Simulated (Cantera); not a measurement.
## Low-pressure radical oxidation in H2/O2

An isothermal, constant-pressure homogeneous reactor starts with H₂ : O₂ : H₂O = 0.027 : 1 : 0.0019 (molar parts), at 925 K and 1.43 Torr.

Cantera simulation using GRI-Mech 3.0 (53 species, 325 reactions); the numbers are that mechanism's predictions, not measurements. Radical loss at walls, strong at low pressure, is not modelled. Below about 950 K walls govern HO2 and H2O2 in real vessels.

```json
[
 {"t (s)": "0.000300", "x H₂": "0.0262", "x O₂": "0.972", "x O": "<1e-12", "x OH": "<1e-12", "x H₂O": "0.00185"},
 {"t (s)": "0.000911", "x H₂": "0.0262", "x O₂": "0.972", "x O": "<1e-12", "x OH": "<1e-12", "x H₂O": "0.00185"},
 {"t (s)": "0.00277", "x H₂": "0.0262", "x O₂": "0.972", "x O": "6.14e-12", "x OH": "4.21e-12", "x H₂O": "0.00185"},
 {"t (s)": "0.00840", "x H₂": "0.0262", "x O₂": "0.972", "x O": "5.35e-11", "x OH": "2.63e-11", "x H₂O": "0.00185"},
 {"t (s)": "0.0255", "x H₂": "0.0262", "x O₂": "0.972", "x O": "1.99e-9", "x OH": "8.56e-10", "x H₂O": "0.00185"},
 {"t (s)": "0.0775", "x H₂": "0.0262", "x O₂": "0.972", "x O": "4.23e-5", "x OH": "1.81e-5", "x H₂O": "0.00191"},
 {"t (s)": "0.235", "x H₂": "0.000394", "x O₂": "0.956", "x O": "0.0131", "x OH": "0.000717", "x H₂O": "0.0250"},
 {"t (s)": "0.714", "x H₂": "0.000172", "x O₂": "0.963", "x O": "0.00789", "x OH": "0.000470", "x H₂O": "0.0269"},
 {"t (s)": "2.17", "x H₂": "4.96e-5", "x O₂": "0.969", "x O": "0.00232", "x OH": "0.000248", "x H₂O": "0.0281"},
 {"t (s)": "6.59", "x H₂": "7.22e-6", "x O₂": "0.971", "x O": "0.000349", "x OH": "9.45e-5", "x H₂O": "0.0284"},
 {"t (s)": "20.0", "x H₂": "8.22e-7", "x O₂": "0.971", "x O": "4.18e-5", "x OH": "3.27e-5", "x H₂O": "0.0284"}
]
```
x: mole fraction; the columns are a selection and need not sum to one.

Equilibrium at this temperature and pressure: H₂ 5.21e-12, O₂ 0.972, O 3.05e-10, OH 8.87e-8, H₂O 0.0285 (gas phase only).
